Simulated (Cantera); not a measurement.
Source: NASA polynomial tables (part measured, part estimated), evaluated in Cantera. Values are per mole of reaction as written; species without (g) are pure solids or liquids, kept so even where they would boil at 1 bar.

6 H(g) + C6H6(g) + 6 CuF2(g) = 6 Cu + 6 CH2F2(g), with ΔH° = -2505.7 kJ and ΔS° = -881.6 J/K at 300 K.

Q: How far is the shortcut ΔG° ≈ ΔH°(300 K) − T·ΔS°(300 K) from the full temperature-dependent value at 1975, 2025, 2075, 2125, 2175, 2225, 2275, 2325 K?

A: 
```tsv
T (K)	shortcut (kJ)	full (kJ)	difference (kJ)	difference in log10 K	condensed phases
1975	-764.5	-703.9	-60.6	1.60	Cu(l)
2025	-720.4	-660.4	-60.0	1.55	Cu(l)
2075	-676.3	-617.0	-59.3	1.49	Cu(l)
2125	-632.2	-573.6	-58.6	1.44	Cu(l)
2175	-588.2	-530.3	-57.8	1.39	Cu(l)
2225	-544.1	-487.1	-57.0	1.34	Cu(l)
2275	-500.0	-444.0	-56.0	1.29	Cu(l)
2325	-455.9	-400.9	-55.0	1.24	Cu(l)
```
The shortcut ignores heat capacities and the phase changes listed.
